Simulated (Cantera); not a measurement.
Cantera run:

```python
import numpy as np
import cantera as ct

gas_names = """
    H HO2 H2 H2O H2O2 H2S H2SO4 Mg MgH MgO MgOH MgO2H2 MgS Mg2 O OH O2 O3 S SH SO SO2 SO3 S2 S2O S8
""".split()
cond_names = """
    H2O(s) H2O(L) H2SO4(L) Mg(cr) Mg(L) MgO(s) MgO(L) MgO2H2(s) MgS(s) MgSO4(s) MgSO4(L) S(cr1) S(cr2)
    S(L)
""".split()


# ... load() reads the species with a 1 bar reference pressure and builds the phases ...
atoms = {
    'MgO': {'Mg': 1, 'O': 1},
    'H2S': {'H': 2, 'S': 1},
    'H2O': {'H': 2, 'O': 1},
}
top_T = {'MgS(s)': 2250}  # K; cautious upper limits of use, not melting points


# ... equilibrate(T, P, feed) seeds the gas with the atoms and calls Mixture.equilibrate('TP', solver="vcs", rtol=1e-11, max_steps=5000) ...
results = []
feed = {'MgO': 1, 'H2S': 1.1, 'H2O': 0.057}  # mol
T = 800  # K
P = 2400  # Pa
mix = equilibrate(T, P, feed)
results.append((T, P, feed, dict(zip(mix.species_names, mix.species_moles))))
x = sorted(zip(gas.X, gas.species_names), reverse=True)
print(f"T = {T:g} K  P = {P:g} Pa  gas = {mix.phase_moles(0):.4g} mol")
print("   x: " + "  ".join(f"{s} {v:.3e}" for v, s in x if v > 1e-06))
print("   condensed (mol): " + ("  ".join(f"{mix.phase(i).name} {mix.phase_moles(i):.4g}"
      for i in range(1, mix.n_phases) if mix.phase_moles(i) > 1e-12) or "none"))
```

Output:

```
T = 800 K  P = 2400 Pa  gas = 1.172 mol
   x: H2S 9.126e-01  H2O 4.863e-02  H2 2.587e-02  S2 1.293e-02  SH 1.586e-06
   condensed (mol): MgO(s) 1
```

Cantera equilibrium calculation (NASA polynomials, part measured and part estimated; ideal gas, pure solids and liquids). Gases not in the tables: S3 to S7.
